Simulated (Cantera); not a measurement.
Input (Python, Cantera) and output of one run.

```python
import numpy as np
import cantera as ct

gas_names = """
    B BF BF2 BF3 BH BHF2 BH2 BH3 BN B2 F F2 H HF H2 H2F2 H3F3 H4F4 H5F5 H6F6 H7F7 N NF NF2 NF3 NH NH2
    NH3 N2 N2H2 N2H4
""".split()
cond_names = """
    B(b) B(L) BN(s)
""".split()


# ... load() reads the species with a 1 bar reference pressure and builds the phases ...
atoms = {
    'BN': {'B': 1, 'N': 1},
    'F2': {'F': 2},
    'H2': {'H': 2},
}
top_T = {'BN(s)': 3200}  # K; cautious upper limits of use, not melting points


# ... equilibrate(T, P, feed) seeds the gas with the atoms and calls Mixture.equilibrate('TP', solver="vcs", rtol=1e-11, max_steps=5000) ...
results = []
feed = {'BN': 1, 'F2': 3.4, 'H2': 3.2}  # mol
T = 1723.15  # K
P = 133.322  # Pa
mix = equilibrate(T, P, feed)
results.append((T, P, feed, dict(zip(mix.species_names, mix.species_moles))))
x = sorted(zip(gas.X, gas.species_names), reverse=True)
print(f"T = {T:g} K  P = {P:g} Pa  gas = {mix.phase_moles(0):.4g} mol")
print("   x: " + "  ".join(f"{s} {v:.3e}" for v, s in x if v > 0.0001))
print("   condensed (mol): " + ("  ".join(f"{mix.phase(i).name} {mix.phase_moles(i):.4g}"
      for i in range(1, mix.n_phases) if mix.phase_moles(i) > 1e-12) or "none"))
```

It prints:

```
T = 1723.15 K  P = 133.322 Pa  gas = 6.616 mol
   x: HF 5.772e-01  H2 1.939e-01  BF3 1.483e-01  N2 7.557e-02  BF2 2.627e-03  H 2.202e-03  BHF2 1.345e-04
   condensed (mol): none
```

These are equilibrium values from Cantera (NASA tables, ideal gas, pure condensed phases), not measurements of a reactor. The tables' values for BF2 are old estimates; treat these amounts as uncertain.
